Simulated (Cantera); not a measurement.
Cantera with NASA thermochemical tables; ideal gases at 1 bar, condensed phases pure. Values are per mole of reaction as written; species without (g) are pure solids or liquids, kept so even where they would boil at 1 bar.

2 O3(g) + 6 AlN = 3 N2O(g) + 3 Al2O(g), with ΔH° = 1433.6 kJ and ΔS° = 818.2 J/K at 300 K.

Question: How far is the shortcut ΔG° ≈ ΔH°(300 K) − T·ΔS°(300 K) from the full temperature-dependent value at 1675, 1775, 1875, 1975, 2075, 2175, 2275, 2375, 2475, 2575 K?

Answer: 
```tsv
T (K)	shortcut (kJ)	full (kJ)	difference (kJ)	difference in log10 K
1675	63.1	110.6	-47.5	1.48
1775	-18.8	35.6	-54.4	1.60
1875	-100.6	-38.9	-61.7	1.72
1975	-182.4	-113.0	-69.4	1.83
2075	-264.2	-186.8	-77.4	1.95
2175	-346.0	-260.2	-85.8	2.06
2275	-427.9	-333.3	-94.6	2.17
2375	-509.7	-405.9	-103.8	2.28
2475	-591.5	-478.1	-113.4	2.39
2575	-673.3	-550.0	-123.3	2.50
```
The shortcut ignores the heat-capacity change of the reaction.
